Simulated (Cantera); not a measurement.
# Moist CO burnout

A perfectly stirred reactor is fed with 0.419 % CO, 3.37 % O2, 5.19 % H2O, 91.0 % N2, equivalence ratio 0.062, at 1.00 bar; it is held at 1273 K, and followed from long to short residence time.

Cantera simulation using GRI-Mech 3.0 (53 species, 325 reactions); the numbers are that mechanism's predictions, not measurements.

| τ (s) | x CO | x O2 | x H2O | x OH | x HO2 | x H2 |
|---|---|---|---|---|---|---|
| 0.93 | 4.63e-5 | 0.0317 | 0.0520 | 3.41e-5 | 2.80e-7 | 2.21e-6 |
| 0.23 | 0.000118 | 0.0317 | 0.0520 | 5.30e-5 | 6.72e-7 | 5.60e-6 |
| 0.057 | 0.000296 | 0.0318 | 0.0519 | 8.16e-5 | 1.51e-6 | 1.39e-5 |
| 0.014 | 0.000717 | 0.0320 | 0.0519 | 0.000122 | 3.03e-6 | 3.30e-5 |
| 0.0035 | 0.00156 | 0.0324 | 0.0518 | 0.000169 | 5.00e-6 | 6.59e-5 |
| 0.00086 | 0.00286 | 0.0330 | 0.0517 | 0.000190 | 6.37e-6 | 8.71e-5 |
| 0.00021 | 0.00399 | 0.0336 | 0.0518 | 8.42e-5 | 4.75e-6 | 2.57e-5 |
x: mole fraction; the columns are a selection and need not sum to one.
